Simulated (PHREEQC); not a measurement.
**Metal-bearing waste water: an equilibrium model**

Solution (94 °C): 120 mmol/kgw FeCl3, 4.9 mmol/kgw H3AsO4 and 0.96 mmol/kgw NaF. Closed to the air; pH follows from the charge balance.

All values are PHREEQC results (ion-association model, wateq4f.dat), not measurements.

No solid was allowed to form.

**Question.** Predict the pH, ionic strength.

**Answer.** pH 1.58; ionic strength 0.443 mol/kgw.

**Question.** In which forms is As present?

**Answer.** H3AsO4 85 %, H2AsO4- 15 % of the As.

The solution is supersaturated, for example in Hematite (slow to form), Goethite (slow to form), so a real one may precipitate; this is no full list. The database's scorodite may be far more soluble than the real mineral, and it has no iron arsenate complexes; the constant wasn't checked at its source. Away from 25 °C the constants follow the database's enthalpies or fits; those with neither stay at their 25 °C values. Fluoro complexes past AlF4- and FeF3 are missing from the database.
